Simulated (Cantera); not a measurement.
An adiabatic, constant-volume homogeneous reactor starts with 15.6 % CO, 0.796 % H₂, 4.99 % CH₄, 16.5 % O₂, 62.1 % N₂, at 1098 K and 0.810 bar.

Cantera simulation using GRI-Mech 3.0 (53 species, 325 reactions); the numbers are that mechanism's predictions, not measurements.

Problem. Predict: time of steepest temperature rise; temperature at 6.00 s; equilibrium temperature; x(CO) at 6.00 s; x(H₂) at 6.00 s; x(O₂) at 6.00 s; x(H) at 6.00 s; x(NO₂) at 6.00 s.

Solution. 
```json
{
 "time_of_steepest_temperature_rise": "26.9 ms",
 "temperature at 6.00 s": "2800 K",
 "equilibrium_temperature": "2800 K",
 "x(CO) at 6.00 s": "0.0889 (gas-phase equilibrium 0.0889)",
 "x(H₂) at 6.00 s": "0.00947 (gas-phase equilibrium 0.00947)",
 "x(O₂) at 6.00 s": "0.0218 (gas-phase equilibrium 0.0218)",
 "x(H) at 6.00 s": "0.00565 (gas-phase equilibrium 0.00565)",
 "x(NO₂) at 6.00 s": "3.27e-6 (gas-phase equilibrium 3.27e-6)"
}
```
